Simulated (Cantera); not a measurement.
Feed: 1 mol SiH2Cl2, 0.13 mol C3H8, 16 mol H2, held at 1700 °C and 15.0 mbar.

Method: chemical equilibrium by Gibbs-energy minimisation in Cantera with the NASA 1993 tables (ideal gas, pure condensed phases). Candidate condensed phases: C, C6H6, C7H8, C8H18, Si, SiC; 109 gas species. Mutual solubility and eutectic melting of coexisting phases are not modelled. The tables' values for SiCl, SiCl3 are old estimates; treat these amounts as uncertain. Gases not in the tables: Si2H6 and higher silanes. Kinetics and transport are ignored.

Q: What is the equilibrium state?

A: 
- x(H2): 0.896
- x(HCl): 0.0748
- x(SiCl2): 0.0154
- x(H): 0.0104
- x(Si): 0.00211
- x(SiCl): 0.000691
- x(Cl): 0.000651
- x(SiH): 0.000177
- x(SiH2): 8.14e-5
- n(Si(l)): 0.262 mol
- n(SiC(s)): 0.389 mol
- gas amount: 18.67 mol
- log10 activity of C(graphite) (absent): -1.30
